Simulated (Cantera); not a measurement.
**Thermodynamics of silicon oxide and oxynitride deposition, feed SiF4 + NO + H2**

Feed: 1 mol SiF4, 5.4 mol NO, 2.3 mol H2, held at 0.0110 bar.

Method: chemical equilibrium by Gibbs-energy minimisation in Cantera with the NASA 1993 tables (ideal gas, pure condensed phases). Candidate condensed phases: H2O, Si, SiO2, Si2N2O, Si3N4; 58 gas species. The tables' values for SiO2, SiF3 are old estimates; treat these amounts as uncertain. The tables hold silica as quartz up to 1696 K and as liquid above; real silica turns to tridymite and cristobalite and melts near 1996 K. Rates play no part.

From 948 K to 1648 K the condensed part is SiO2(β-quartz). From 1748 K to 1948 K the condensed part is SiO2(condensed). From 2048 K to 2148 K the condensed part is SiO2(l). The main Si-bearing gas is SiF4 throughout. The share of Si in condensed phases is highest at 2048 K (98.2 %) and lowest at 948 K (61.2 %).

```
T (K)   x HF   x N2   x O2   x H2O   x SiF4  n SiO2(β-quartz)  n SiO2(condensed)  n SiO2(l)
-----  -----  -----  -----  ------  -------  ----------------  -----------------  ---------
948    0.300  0.331  0.190   0.132   0.0476             0.612                  0          0
1048   0.345  0.327  0.188   0.106   0.0348             0.712                  0          0
1148   0.378  0.324  0.186  0.0868   0.0254             0.788                  0          0
1248   0.402  0.322  0.185  0.0728   0.0186             0.844                  0          0
1348   0.420  0.320  0.184  0.0627   0.0136             0.885                  0          0
1448   0.432  0.319  0.183  0.0554   0.0100             0.915                  0          0
1548   0.442  0.318  0.182  0.0500  0.00740             0.937                  0          0
1648   0.448  0.317  0.181  0.0460  0.00552             0.953                  0          0
1748   0.453  0.316  0.181  0.0429  0.00411                 0              0.965          0
1848   0.456  0.315  0.179  0.0404  0.00307                 0              0.974          0
1948   0.459  0.314  0.178  0.0382  0.00233                 0              0.980          0
2048   0.459  0.313  0.176  0.0361  0.00182                 0                  0      0.982
2148   0.458  0.310  0.172  0.0337  0.00148                 0                  0      0.975
```
x: gas mole fraction; n: condensed amount in mol.
